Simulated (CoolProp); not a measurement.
Propane along the isobar 5500 kPa: density (kg/m³) from the reference equation and from simpler models built on Tc = 369.9 K, pc = 4251 kPa, ω = 0.152; each cubic takes its own stable root.

Model: reference Helmholtz-energy equation of state, Lemmon 2009, in CoolProp.

| T (K) | phase | reference |
|---|---|---|
| 177.3 | liquid | 643.0 |
| 198.1 | liquid | 621.8 |
| 219 | liquid | 599.8 |
| 239.9 | liquid | 577.0 |
| 260.8 | liquid | 552.9 |
| 281.7 | liquid | 527.1 |
| 302.6 | liquid | 498.6 |
| 323.5 | liquid | 466.1 |
| 344.4 | liquid | 426.3 |
| 365.3 | liquid | 369.6 |
| 386.2 | supercritical | 214.6 |
| 407.1 | supercritical | 123.3 |
| 428 | supercritical | 100.0 |
| 448.9 | supercritical | 87.13 |
| 469.8 | supercritical | 78.36 |

Task: How far does each simpler model (van der Waals, Redlich-Kwong, Soave-Redlich-Kwong, Peng-Robinson) lie from the reference over these 15 states: mean and median of the absolute difference, and the worst?

Result: 
- van der Waals: mean 24.7 %, median 33.5 %, worst -36.1 % at 177.3 K and 5500 kPa
- Redlich-Kwong: mean 6.5 %, median 5.9 %, worst -15.1 % at 365.3 K and 5500 kPa
- Soave-Redlich-Kwong: mean 6.0 %, median 5.2 %, worst -14.6 % at 365.3 K and 5500 kPa
- Peng-Robinson: mean 4.6 %, median 5.0 %, worst +7.3 % at 239.9 K and 5500 kPa
